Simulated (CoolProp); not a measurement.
n-pentane at several states: Z from the reference equation and from simpler models built on Tc = 469.7 K, pc = 3368 kPa, ω = 0.251; each cubic takes its own stable root.

Model: reference Helmholtz-energy equation of state, Thol 2019, in CoolProp.

```tsv
T (K)	p (kPa)	phase	reference
476.2	1410	gas	0.8476
537.5	582	gas	0.9622
484.5	63	gas	0.9942
```

Problem. How far does each simpler model (van der Waals, Redlich-Kwong, Soave-Redlich-Kwong) lie from the reference over these 3 states: mean and median of the absolute difference, and the worst?

Solution. 
- van der Waals: mean 0.7 %, median 0.1 %, worst +2.0 % at 476.2 K and 1410 kPa
- Redlich-Kwong: mean 0.1 %, median 0.1 %, worst -0.3 % at 537.5 K and 582 kPa
- Soave-Redlich-Kwong: mean 0.1 %, median 0.1 %, worst +0.2 % at 476.2 K and 1410 kPa
